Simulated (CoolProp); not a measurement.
Saturation properties of tetradecamethylhexasiloxane (MD4M) (Tc = 653.2 K, pc = 0.8286 MPa, ω = 0.800).

Model: reference Helmholtz-energy equation of state, Thol 2019, in CoolProp.

```tsv
T (K)	p (MPa)	vapour density (kg/m³)	enthalpy of vaporisation (kJ/kg)	surface tension (mN/m)
509.7	0.05914	6.977	105.5	5.42
515.2	0.06760	7.964	103.6	5.14
520.7	0.07699	9.064	101.7	4.87
526.2	0.08737	10.29	99.70	…
531.7	0.09880	11.65	97.70	…
537.2	0.1114	13.16	…	4.08
542.6	…	14.81	93.62	3.83
548.1	…	16.66	91.49	3.58
553.6	…	18.72	89.31	3.33
559.1	0.1743	21.01	87.06	3.09
```

Some entries are withheld; supply them.


- 526.2, surface tension (mN/m): 4.60
- 531.7, surface tension (mN/m): 4.34
- 537.2, enthalpy of vaporisation (kJ/kg): 95.66
- 542.6, p (MPa): 0.1249
- 548.1, p (MPa): 0.1399
- 553.6, p (MPa): 0.1564

It boils at 532.8 K under 1 atm.

Surface tension comes from a separate correlation (Mulero 2014), older than this fluid's equation and unchecked against measurements.
